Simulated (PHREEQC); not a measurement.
A column of 0.1 m (40 cells, dispersivity 0.0035 m, 3600 s a shift, diffusion coefficient 3e-10 m²/s) holds 0.015 eq of the database's cation exchanger X per kg of pore water, first in equilibrium with 0.0031 mol/kgw ZnCl2 and 1e-05 mol/kgw HCl. It is flushed with 41 mmol/kgw KBr, 0.12 mmol/kgw PbCl2 and 0.01 mmol/kgw HCl, at 15 °C. Values are for the last cell. No CO2 enters from the air. Nothing may precipitate in this run.

Computed with PHREEQC (ion-association model, phreeqc.dat).

Predict Br in solution (mol/kgw), K in solution (mol/kgw), Pb in solution (mol/kgw) at pore volumes = 0.4125, 1.712, 2.413.


```tsv
pore volumes	Br in solution (mol/kgw)	K in solution (mol/kgw)	Pb in solution (mol/kgw)
0.4125	2.89e-5	4.98e-8	0
1.712	0.0403	0.0338	6.33e-5
2.413	0.0410	0.0394	9.52e-5
```

Complexes and solids missing from the database can't appear.
